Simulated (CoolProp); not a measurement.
Ethanol at 298.15 K and 2.84 MPa flows at 0.068 m/s in a round tube of 1 mm bore and 0.25 µm roughness, fully developed (64/Re and Nu = 3.66 if laminar; Colebrook and Gnielinski if turbulent). Each further row changes one setting.

The numbers come from the reference Helmholtz-energy equation of state, Schroeder 2014 in CoolProp.

| case | Reynolds number | Darcy friction factor | pressure drop (Pa/m) | heat-transfer coefficient (W/(m² K)) | mass flow (kg/h) |
|---|---|---|---|---|---|
| as stated | 48.6 | 1.32 | 2400 | 604 | 0.151 |
| velocity 0.136 m/s | 97.3 | 0.658 | 4790 | 604 | 0.303 |
| diameter 2 mm | 97.3 | 0.658 | 599 | 302 | 0.606 |

Viscosity comes from a separate model (Kiselev 2005). Thermal conductivity comes from a separate model (Assael 2013).
